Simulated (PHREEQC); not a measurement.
Dissolve 0.0044 mol/kgw HF, 0.079 mol/kgw H2SiF6 and 0.046 mol/kgw HCl at 90 °C. Closed to the air; pH follows from the charge balance.

Model: ion-association model, phreeqc.dat, run in PHREEQC.

### Question
The ionic strength comes out as 0.255 mol/kgw. What activity coefficients do Cl-, SiF6-2, H+, F-, HF2- get?

### Answer
Cl- 0.66, SiF6-2 0.23, H+ 0.77, F- 0.65, HF2- 0.70.

This is a speciation only: nothing precipitates in the calculation. Saturation is exceeded, for instance for SiO2(a), Quartz (slow to form); the values hold only as long as no solid forms. Species that the database lacks are ignored. Constants without temperature data keep their 25 °C values here. SiF6-2 is the database's only silicon fluoride.
